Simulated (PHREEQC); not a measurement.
# Metal-bearing waste water: speciation

Make-up at 25 °C: 0.1 mol CdCl2, 0.039 mol MgSO4, 0.085 mol HCl and 9.6e-05 mol NaCl per kg of water. Closed to the air; pH follows from the charge balance.

The numbers come from PHREEQC with the ion-association model, phreeqc.dat.

Each row changes one thing in this solution. This is a speciation only: nothing precipitates in the calculation.

```tsv
case	pH	ionic strength (mol/kgw)	Cl- (mol/kgw)	CdCl+ (mol/kgw)	CdCl2 (mol/kgw)	Cd+2 (mol/kgw)
as made	1.28	0.275	0.175	0.0604	0.0211	0.0131
NaCl from 9.6e-05 to 0.00096 mol/kgw	1.28	0.276	0.176	0.0603	0.0212	0.0130
temperature from 25 to 65 °C	1.33	0.260	0.170	0.0594	0.0220	0.0129
MgSO4 from 0.039 to 0.0585 mol/kgw	1.33	0.314	0.178	0.0595	0.0205	0.0131
MgSO4 from 0.039 to 0.39 mol/kgw	1.63	0.805	0.198	0.0492	0.0159	0.00947
NaCl left out	1.28	0.275	0.175	0.0604	0.0211	0.0131
HCl left out	5.52	0.217	0.112	0.0578	0.0136	0.0185
MgSO4 left out	1.17	0.185	0.170	0.0621	0.0228	0.0126
HCl replaced by FeCl2 at the same molality	5.45	0.409	0.243	0.0576	0.0258	0.00957
```

The ionic strength passes 0.7 mol/kgw, the rough limit of the ion-association models, in MgSO4 from 0.039 to 0.39 mol/kgw. Species that the database lacks are ignored. At this temperature some constants are extrapolated from 25 °C, and those without enthalpy data are left unchanged.
